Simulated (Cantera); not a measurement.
A closed system holds: 1 mol Al, 0.19 mol I2, 0.19 mol N2, 0.077 mol H2O, equilibrated at 7.50 Torr.

These are equilibrium values from Cantera (NASA tables, ideal gas, pure condensed phases), not measurements of a reactor. Candidate condensed phases: Al, AlI3, AlN, Al2O3, H2O, I2; 41 gas species. Mutual solubility and eutectic melting of coexisting phases are not modelled. Rates play no part.

x: gas mole fraction; n: condensed amount in mol.

| T (°C) | x AlI | x AlI3 | x H2 | x I | x Al | x HI | n Al(s) | n AlN(s) | n Al2O3(s) | n Al(l) |
|---|---|---|---|---|---|---|---|---|---|---|
| 575 | 0.0257 | 0.602 | 0.372 | 1.61e-6 | 5.02e-12 | 5.76e-5 | 0.438 | 0.380 | 0.0257 | 0 |
| 625 | 0.0691 | 0.570 | 0.361 | 6.21e-6 | 6.57e-11 | 0.000113 | 0.432 | 0.380 | 0.0257 | 0 |
| 675 | ? | ? | 0.338 | ? | ? | ? | 0 | 0.380 | 0.0257 | 0.418 |
| 725 | 0.313 | 0.387 | 0.299 | 5.76e-5 | 4.70e-9 | 0.000312 | 0 | 0.380 | 0.0257 | 0.388 |
| 775 | 0.522 | 0.231 | 0.246 | 0.000134 | 2.84e-8 | 0.000407 | 0 | 0.380 | 0.0257 | 0.333 |
| 825 | 0.709 | 0.0910 | 0.199 | 0.000249 | 1.46e-7 | 0.000438 | 0 | 0.380 | 0.0257 | 0.259 |
| 875 | 0.799 | 0.0241 | 0.176 | 0.000373 | 6.46e-7 | 0.000414 | 0 | 0.380 | 0.0257 | 0.210 |
| 925 | 0.823 | ? | 0.170 | ? | ? | ? | 0 | 0.380 | 0.0257 | 0.194 |
| 975 | 0.829 | 0.00142 | 0.169 | 0.000646 | 8.81e-6 | 0.000346 | 0 | 0.380 | 0.0257 | 0.190 |
| 1025 | 0.830 | 0.000393 | 0.168 | 0.000815 | 2.79e-5 | 0.000319 | 0 | 0.380 | 0.0257 | 0.190 |
| 1075 | 0.830 | 0.000119 | 0.168 | 0.00101 | 8.10e-5 | 0.000296 | 0 | 0.380 | 0.0257 | 0.189 |
| 1125 | 0.830 | 3.97e-5 | 0.168 | 0.00124 | 0.000217 | 0.000277 | 0 | 0.380 | 0.0257 | 0.189 |
| 1175 | 0.829 | 1.43e-5 | 0.168 | 0.00150 | 0.000544 | 0.000260 | 0 | 0.380 | 0.0256 | 0.189 |

Problem. Complete the blanks.

Solution. 
- 675, x AlI: 0.160
- 675, x AlI3: 0.502
- 675, x I: 2.04e-5
- 675, x Al: 6.39e-10
- 675, x HI: 0.000199
- 925, x AlI3: 0.00569
- 925, x I: 0.000501
- 925, x Al: 2.52e-6
- 925, x HI: 0.000378
